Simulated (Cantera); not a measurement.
An adiabatic, constant-volume homogeneous reactor starts with CO : H2 : CH4 : O2 : N2 = 1 : 0.26 : 0.41 : 2.34 : 8.79 (molar parts), at 1500 K and 510000 Pa. Integrator tolerance rtol = 1e-08.

Detailed kinetics in Cantera: GRI-Mech 3.0 (53 species, 325 reactions).

Q: What does this change do: initial temperature 1500 to 1673 K?

A: 
```
quantity                                                            before                                    after
---------------------------------  ---------------------------------------  ---------------------------------------
time of steepest temperature rise                                  34.6 µs                                  14.6 µs
temperature at 1.00 s                                               2832 K                                   2900 K
equilibrium temperature                                             2832 K                                   2900 K
x(CO) at 1.00 s                      0.0205 (gas-phase equilibrium 0.0205)    0.0260 (gas-phase equilibrium 0.0260)
x(H2) at 1.00 s                    0.00241 (gas-phase equilibrium 0.00241)  0.00310 (gas-phase equilibrium 0.00310)
x(CH4) at 1.00 s                     <1e-12 (gas-phase equilibrium <1e-12)    <1e-12 (gas-phase equilibrium <1e-12)
x(N2O) at 1.00 s                   3.31e-6 (gas-phase equilibrium 3.31e-6)  3.49e-6 (gas-phase equilibrium 3.49e-6)
x(C2H6) at 1.00 s                    <1e-12 (gas-phase equilibrium <1e-12)    <1e-12 (gas-phase equilibrium <1e-12)
```
